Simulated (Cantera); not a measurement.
A perfectly stirred reactor is fed with 1.61 % CO, 3.69 % O₂, 0.0218 % H₂O, 94.7 % N₂, equivalence ratio 0.22, at 1.48 atm; it is held at 1275 K, and followed from long to short residence time.

Cantera simulation using GRI-Mech 3.0 (53 species, 325 reactions); the numbers are that mechanism's predictions, not measurements.

x: mole fraction; the columns are a selection and need not sum to one.

| τ (s) | x CO | x O₂ | x H₂O | x O | x NO | x N₂O | x OH |
|---|---|---|---|---|---|---|---|
| 19 | 7.93e-5 | 0.0291 | 0.000218 | 4.03e-6 | 1.15e-5 | 1.72e-6 | 2.55e-6 |
| 5.3 | (withheld) | 0.0292 | 0.000217 | (withheld) | 1.09e-5 | (withheld) | (withheld) |
| 1.5 | 0.000456 | 0.0293 | 0.000216 | 2.25e-5 | 8.55e-6 | 2.86e-6 | 5.36e-6 |
| 0.41 | 0.00108 | 0.0296 | 0.000214 | 5.20e-5 | 5.63e-6 | 2.92e-6 | 7.84e-6 |
| 0.11 | 0.00247 | 0.0302 | 0.000211 | 0.000114 | 3.20e-6 | 2.71e-6 | 1.12e-5 |
| 0.031 | (withheld) | 0.0315 | 0.000206 | (withheld) | (withheld) | (withheld) | (withheld) |
| 0.0088 | 0.00923 | 0.0334 | 0.000200 | 0.000348 | 5.96e-7 | 1.72e-6 | 1.75e-5 |
| 0.0024 | 0.0136 | 0.0355 | 0.000201 | 0.000363 | 9.64e-8 | 8.23e-7 | 1.54e-5 |

**Question.** Fill in the missing entries.

**Answer.** 
- 5.3, x CO: 0.000193
- 5.3, x O: 9.62e-6
- 5.3, x N₂O: 2.44e-6
- 5.3, x OH: 3.69e-6
- 0.031, x CO: 0.00512
- 0.031, x O: 0.000221
- 0.031, x NO: 1.59e-6
- 0.031, x N₂O: 2.32e-6
- 0.031, x OH: 1.49e-5
